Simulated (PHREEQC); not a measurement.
Make-up at 15 °C: 0.0024 mol CdSO4, 0.00073 mol Na2SO4 and 0.00086 mol H2SO4 per kg of water. Closed to the air; pH follows from the charge balance.

Equilibrium calculation in PHREEQC: ion-association model, phreeqc.dat.

Each row changes one thing in this solution. No solid was allowed to form.

```json
[
 {"case": "as made", "pH": "2.87", "ionic strength (mol/kgw)": "0.0113", "SO4-2 (mol/kgw)": "0.00307", "HSO4- (mol/kgw)": "0.000239"},
 {"case": "Na2SO4 from 0.00073 to 7.3e-05 mol/kgw", "pH": "2.86", "ionic strength (mol/kgw)": "0.00966", "SO4-2 (mol/kgw)": "0.00253", "HSO4- (mol/kgw)": "0.000206"},
 {"case": "Na2SO4 left out", "pH": "2.86", "ionic strength (mol/kgw)": "0.00949", "SO4-2 (mol/kgw)": "0.00247", "HSO4- (mol/kgw)": "0.000203"},
 {"case": "CdSO4 left out", "pH": "2.83", "ionic strength (mol/kgw)": "0.00448", "SO4-2 (mol/kgw)": "0.00145", "HSO4- (mol/kgw)": "0.000137"},
 {"case": "temperature from 15 to 60 °C", "pH": "…", "ionic strength (mol/kgw)": "0.0106", "SO4-2 (mol/kgw)": "0.00277", "HSO4- (mol/kgw)": "0.000503"},
 {"case": "Na2SO4 from 0.00073 to 0.0011 mol/kgw", "pH": "…", "ionic strength (mol/kgw)": "0.0122", "SO4-2 (mol/kgw)": "0.00338", "HSO4- (mol/kgw)": "0.000256"}
]
```

Complete the blanks.


- temperature from 15 to 60 °C, pH: 2.96
- Na2SO4 from 0.00073 to 0.0011 mol/kgw, pH: 2.88

Constants without temperature data keep their 25 °C values here.
